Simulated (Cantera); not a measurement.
## Silicon oxide and oxynitride deposition: SiCl₄ + H₂O + N₂

Input: 1 mol SiCl₄, 2.2 mol H₂O, 1.7 mol N₂, at 13300 Pa.

Cantera equilibrium calculation (NASA polynomials, part measured and part estimated; ideal gas, pure solids and liquids). Candidate condensed phases: H₂O, NH₄Cl, Si, SiO₂, Si₂N₂O, Si₃N₄; 47 gas species. The tables hold silica as quartz up to 1696 K and as liquid above; real silica turns to tridymite and cristobalite and melts near 1996 K. The numbers say what is thermodynamically allowed, not how fast it happens.

```json
[
 {"T (K)": "1800", "x HCl": "0.667", "x N₂": "0.287", "x H₂O": "0.0337", "x Cl": "0.00789", "x H₂": "0.00402", "n SiO₂(condensed)": "1.000", "n SiO₂(l)": "0"},
 {"T (K)": "1825", "x HCl": "0.666", "x N₂": "0.287", "x H₂O": "0.0337", "x Cl": "0.00903", "x H₂": "0.00459", "n SiO₂(condensed)": "1.000", "n SiO₂(l)": "0"},
 {"T (K)": "1850", "x HCl": "0.664", "x N₂": "0.287", "x H₂O": "0.0337", "x Cl": "0.0103", "x H₂": "0.00522", "n SiO₂(condensed)": "1.000", "n SiO₂(l)": "0"},
 {"T (K)": "1875", "x HCl": "0.662", "x N₂": "0.286", "x H₂O": "0.0336", "x Cl": "0.0117", "x H₂": "0.00591", "n SiO₂(condensed)": "1.000", "n SiO₂(l)": "0"},
 {"T (K)": "1900", "x HCl": "0.660", "x N₂": "0.286", "x H₂O": "0.0336", "x Cl": "0.0133", "x H₂": "0.00667", "n SiO₂(condensed)": "1.000", "n SiO₂(l)": "0"},
 {"T (K)": "1925", "x HCl": "0.658", "x N₂": "0.286", "x H₂O": "0.0336", "x Cl": "0.0150", "x H₂": "0.00750", "n SiO₂(condensed)": "1.000", "n SiO₂(l)": "0"},
 {"T (K)": "1950", "x HCl": "0.655", "x N₂": "0.286", "x H₂O": "0.0335", "x Cl": "0.0168", "x H₂": "0.00839", "n SiO₂(condensed)": "1.000", "n SiO₂(l)": "0"},
 {"T (K)": "1975", "x HCl": "0.652", "x N₂": "0.285", "x H₂O": "0.0335", "x Cl": "0.0189", "x H₂": "0.00936", "n SiO₂(condensed)": "0.999", "n SiO₂(l)": "0"},
 {"T (K)": "2000", "x HCl": "0.649", "x N₂": "0.285", "x H₂O": "0.0335", "x Cl": "0.0211", "x H₂": "0.0104", "n SiO₂(condensed)": "0", "n SiO₂(l)": "0.999"},
 {"T (K)": "2025", "x HCl": "0.646", "x N₂": "0.285", "x H₂O": "0.0335", "x Cl": "0.0236", "x H₂": "0.0115", "n SiO₂(condensed)": "0", "n SiO₂(l)": "0.998"},
 {"T (K)": "2050", "x HCl": "0.642", "x N₂": "0.284", "x H₂O": "0.0336", "x Cl": "0.0263", "x H₂": "0.0126", "n SiO₂(condensed)": "0", "n SiO₂(l)": "0.997"},
 {"T (K)": "2075", "x HCl": "0.638", "x N₂": "0.284", "x H₂O": "0.0337", "x Cl": "0.0292", "x H₂": "0.0138", "n SiO₂(condensed)": "0", "n SiO₂(l)": "0.996"}
]
```
x: gas mole fraction; n: condensed amount in mol.

From 1800 K to 1975 K the condensed part is SiO₂(condensed). From 2000 K to 2075 K the condensed part is SiO₂(l). The main Si-bearing gas is SiO throughout.
